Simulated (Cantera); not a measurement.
A Cantera script and what it prints.

```python
import numpy as np
import cantera as ct

gas_names = """
    AL ALCL ALCL2 ALCL3 ALH ALN AL2 AL2CL6 CL CL2 H HCL H2 N NH NH2 NH3 N2 N2H2 N2H4
""".split()
cond_names = """
    AL(cr) AL(L) ALCL3(s) ALCL3(L) ALN(s) NH4CL(a) NH4CL(b)
""".split()


# ... load() reads the species with a 1 bar reference pressure and builds the phases ...
atoms = {
    'AlCl3': {'AL': 1, 'CL': 3},
    'NH3': {'N': 1, 'H': 3},
    'H2': {'H': 2},
}
top_T = {'ALN(s)': 2750}  # K; cautious upper limits of use, not melting points


# ... equilibrate(T, P, feed) seeds the gas with the atoms and calls Mixture.equilibrate('TP', solver="vcs", rtol=1e-11, max_steps=5000) ...
results = []
feed = {'AlCl3': 1, 'NH3': 1.1, 'H2': 45}  # mol
T = 1825  # K
P = 8600  # Pa
mix = equilibrate(T, P, feed)
results.append((T, P, feed, dict(zip(mix.species_names, mix.species_moles))))
x = sorted(zip(gas.X, gas.species_names), reverse=True)
print(f"T = {T:g} K  P = {P:g} Pa  gas = {mix.phase_moles(0):.4g} mol")
print("   x: " + "  ".join(f"{s} {v:.3e}" for v, s in x if v > 1e-06))
print("   condensed (mol): " + ("  ".join(f"{mix.phase(i).name} {mix.phase_moles(i):.4g}"
      for i in range(1, mix.n_phases) if mix.phase_moles(i) > 1e-12) or "none"))
```

Output:

```
T = 1825 K  P = 8600 Pa  gas = 49.16 mol
   x: H2 9.293e-01  HCL 3.768e-02  ALCL 1.792e-02  N2 1.119e-02  ALCL2 1.857e-03  H 1.448e-03  ALCL3 5.546e-04  CL 4.477e-05  AL 8.948e-06  ALH 1.077e-06
   condensed (mol): none
```

Equilibrium computed with Cantera from the NASA thermochemical tables; the gas is ideal and each condensed phase is pure. The tables' values for AlCl2 are old estimates; treat these amounts as uncertain.
